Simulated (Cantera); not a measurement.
A Cantera script and what it prints.

```python
import numpy as np
import cantera as ct

gas_names = """
    H H2 Si SiH SiH2 SiH3 SiH4 Si2 Si3
""".split()
cond_names = """
    Si(cr) Si(L)
""".split()


# ... load() reads the species with a 1 bar reference pressure and builds the phases ...
atoms = {
    'Si': {'Si': 1},
    'H2': {'H': 2},
}
top_T = {}  # K; cautious upper limits of use, not melting points


# ... equilibrate(T, P, feed) seeds the gas with the atoms and calls Mixture.equilibrate('TP', solver="vcs", rtol=1e-11, max_steps=5000) ...
results = []
feed = {'Si': 1, 'H2': 0.9}  # mol
T = 1000  # K
P = 14000  # Pa
mix = equilibrate(T, P, feed)
results.append((T, P, feed, dict(zip(mix.species_names, mix.species_moles))))
print(gas.report(threshold=0.001))
for i in range(1, mix.n_phases):
    print(f"{mix.phase(i).name:16s} {mix.phase_moles(i):12.5e} mol")
```

Output:

```
       temperature   1000 K
          pressure   14000 Pa
           density   0.0033946 kg/m^3
  mean mol. weight   2.016 kg/kmol
   phase of matter   gas

                          1 kg             1 kmol
                     ---------------   ---------------
          enthalpy        1.0261e+07        2.0687e+07  J
   internal energy        6.1369e+06        1.2372e+07  J
           entropy             90567        1.8258e+05  J/K
    Gibbs function       -8.0306e+07        -1.619e+08  J
 heat capacity c_p             14962             30163  J/K
 heat capacity c_v             10838             21849  J/K

                      mass frac. Y      mole frac. X     chem. pot. / RT
                     ---------------   ---------------   ---------------
                H2                 1                 1           -19.472
     [   +8 minor]        9.2237e-07        6.3779e-08

Si(cr)            1.00000e+00 mol
```

Equilibrium computed with Cantera from the NASA thermochemical tables; the gas is ideal and each condensed phase is pure.
